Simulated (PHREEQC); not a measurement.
# Brine

Solution (25 °C): 1.3 mol LiBr and 0.008 mol K2SO4 per kg of water. Closed to the air; pH follows from the charge balance.

The numbers come from PHREEQC with the Pitzer model, pitzer.dat.

* **ionic strength**: 1.32 mol/kgw
* **activity of water**: 0.950
* **density**: 1.076 g/cm³
* **osmotic coefficient**: 1.079

| species | molality | activity | log γ |
|---|---|---|---|
| Br- | 1.30 | 0.793 | -0.215 |
| Li+ | 1.30 | 1.53 | 0.070 |
| K+ | 0.0160 | 0.0133 | -0.079 |
| SO4-2 | 0.00800 | 0.000398 | -1.304 |
| OH- | 1.64e-7 | 5.12e-8 | -0.504 |
| H+ | 1.42e-7 | 1.88e-7 | 0.122 |
| HSO4- | 2.20e-8 | 7.11e-9 | -0.490 |

No solid was allowed to form. Species that the database lacks are ignored.
